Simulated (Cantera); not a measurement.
A perfectly stirred reactor is fed with CH4 : H2 : O2 : N2 = 1 : 0.41 : 2.62 : 9.87 (molar parts), equivalence ratio 0.84, at 1.10 bar; it is adiabatic with a 775 K inlet, and is followed from long to short residence time, starting on the burning branch (τ in s: 0.03, 0.01, 0.0034, 0.0012, 0.00039, 0.00013, 4.5e-05, 1.5e-05, 5.2e-06).

Cantera simulation using GRI-Mech 3.0 (53 species, 325 reactions); the numbers are that mechanism's predictions, not measurements.

**Question.** What does this change do: CH4 1 to 1.5 parts?

**Answer.** 
```csv
quantity,before,after
"blow-out, bracketed by the residence times tried","burning at 45.0 µs, out at 15.0 µs","burning at 45.0 µs, out at 15.0 µs"
x(CH4) at τ = 30.0 ms,3.43e-6,6.41e-6
x(H2) at τ = 30.0 ms,0.00303,0.0320
x(O2) at τ = 30.0 ms,0.0313,0.00102
x(HCN) at τ = 30.0 ms,2.19e-7,1.86e-6
x(C2H) at τ = 30.0 ms,1.69e-12,5.81e-11
x(CH4) at τ = 0.390 ms,0.000111,0.000150
x(H2) at τ = 0.390 ms,0.00995,0.0365
x(O2) at τ = 0.390 ms,0.0403,0.00633
x(HCN) at τ = 0.390 ms,4.09e-7,8.52e-6
x(C2H) at τ = 0.390 ms,3.19e-10,1.04e-8
```
